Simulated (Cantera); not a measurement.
**Hydrocarbon pyrolysis for carbon deposition**

A perfectly stirred reactor is fed with C₂H₆ : N₂ = 1 : 47 (molar parts), at 0.138 atm; it is held at 1350 K, and followed from long to short residence time.

Model: GRI-Mech 3.0 (53 species, 325 reactions), integrated in Cantera. GRI-Mech 3.0 stops at C3 and has no aromatics, soot or wall deposition, so with more carbon than oxygen in the feed, carbon stays in small species such as C2H2 where larger ones or solid carbon would form.

```
τ (s)      x C₂H₆      x H     x C₂H    x C₂H₄    x CH₂
-------  --------  -------  --------  --------  -------
10        3.64e-5  6.52e-6   2.28e-9  0.000353  1.83e-9
2.8       8.87e-5  9.83e-6   3.41e-9  0.000652  4.26e-9
0.80     0.000224  1.38e-5   4.70e-9   0.00135  9.68e-9
0.23     0.000595  1.79e-5   5.83e-9   0.00294  2.17e-8
0.064     0.00171  2.12e-5   5.99e-9   0.00597  4.93e-8
0.018     0.00493  2.13e-5   4.08e-9   0.00887  1.03e-7
0.0051     0.0117  1.76e-5   1.43e-9   0.00698  1.55e-7
0.0014     0.0178  1.29e-5  2.70e-10   0.00248  1.39e-7
0.00041    0.0202  7.21e-6  2.13e-11  0.000477  5.68e-8
```
x: mole fraction; the columns are a selection and need not sum to one.
